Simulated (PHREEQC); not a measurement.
## Acid rinse or clean: speciation

Solution (25 °C): 170 mmol/kgw H2SO4, 0.49 mmol/kgw ZnSO4 and 0.099 mmol/kgw MgCl2. Closed to the air; pH follows from the charge balance.

Equilibrium calculation in PHREEQC: ion-association model, wateq4f.dat.

Each row changes one thing in this solution. This is a speciation only: nothing precipitates in the calculation.

```tsv
case	pH	ionic strength (mol/kgw)	HSO4- (mol/kgw)	SO4-2 (mol/kgw)	Zn+2 (mol/kgw)	ZnSO4 (mol/kgw)	SI of Goslarite (ZnSO4:7H2O)	SI of Zincite(c) (ZnO)
as made	0.81	0.221	0.145	0.0248	0.000307	0.000152	-4.22	-13.53
diluted 2-fold with water	1.07	0.121	0.0672	0.0180	0.000151	8.18e-5	-4.49	-13.23
temperature from 25 to 5 °C	0.79	0.237	0.137	0.0331	0.000281	0.000160	-3.96	-14.76
MgCl2 replaced by CaCl2 at the same molality	0.81	0.221	0.145	0.0248	0.000307	0.000152	-4.22	-13.53
ZnSO4 from 0.00049 to 0.000735 mol/kgw	0.81	0.221	0.145	0.0248	0.000461	0.000229	-4.05	-13.35
MgCl2 left out	0.81	0.220	0.145	0.0248	0.000307	0.000152	-4.22	-13.53
ZnSO4 replaced by ZnCl2 at the same molality	0.81	0.221	0.145	0.0247	0.000308	0.000152	-4.23	-13.53
diluted 10-fold with water	1.67	0.0321	0.00954	0.00749	3.23e-5	1.57e-5	-5.21	-12.56
```

Constants without temperature data keep their 25 °C values here.
